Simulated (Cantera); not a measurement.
Input (Python, Cantera) and output of one run.

```python
import numpy as np
import cantera as ct

gas_names = """
    C CN CO CO2 C2 CCN CNC C2N2 C2O C3 C3O2 C4 C4N2 C5 Ca CaO Ca2 N NCO NO NO2 NO3 N2 N2O O O2 O3
""".split()
cond_names = """
    C(gr) Ca(a) Ca(b) Ca(L) CaCO3(caL) CaO(s) CaO(L)
""".split()


# ... load() reads the species with a 1 bar reference pressure and builds the phases ...
atoms = {
    'CaCO3': {'Ca': 1, 'C': 1, 'O': 3},
    'O2': {'O': 2},
    'N2': {'N': 2},
}
top_T = {'C(gr)': 4500}  # K; cautious upper limits of use, not melting points


# ... equilibrate(T, P, feed) seeds the gas with the atoms and calls Mixture.equilibrate('TP', solver="vcs", rtol=1e-11, max_steps=5000) ...
results = []
feed = {'CaCO3': 1, 'O2': 0.34, 'N2': 2.4}  # mol
T = 1598  # K
P = 1000  # Pa
mix = equilibrate(T, P, feed)
results.append((T, P, feed, dict(zip(mix.species_names, mix.species_moles))))
print(gas.report(threshold=0.0001))
for i in range(1, mix.n_phases):
    print(f"{mix.phase(i).name:16s} {mix.phase_moles(i):12.5e} mol")
```

It prints:

```
       temperature   1598 K
          pressure   1000 Pa
           density   0.0024573 kg/m^3
  mean mol. weight   32.649 kg/kmol
   phase of matter   gas

                          1 kg             1 kmol
                     ---------------   ---------------
          enthalpy       -1.7215e+06       -5.6207e+07  J
   internal energy       -2.1285e+06       -6.9493e+07  J
           entropy            9337.6        3.0487e+05  J/K
    Gibbs function       -1.6643e+07       -5.4338e+08  J
 heat capacity c_p            1272.8             41557  J/K
 heat capacity c_v            1018.2             33243  J/K

                      mass frac. Y      mole frac. X     chem. pot. / RT
                     ---------------   ---------------   ---------------
                CO        0.00014803        0.00017254           -48.552
               CO2           0.36014           0.26718           -66.052
                NO         0.0010436         0.0011356           -33.129
                N2           0.55006           0.64107           -31.259
                O2          0.088593          0.090396               -35
     [  +22 minor]        2.1297e-05        4.2883e-05

C(gr)             0.00000e+00 mol
Ca(L)             0.00000e+00 mol
CaO(s)            1.00000e+00 mol
```

Equilibrium computed with Cantera from the NASA thermochemical tables; the gas is ideal and each condensed phase is pure.
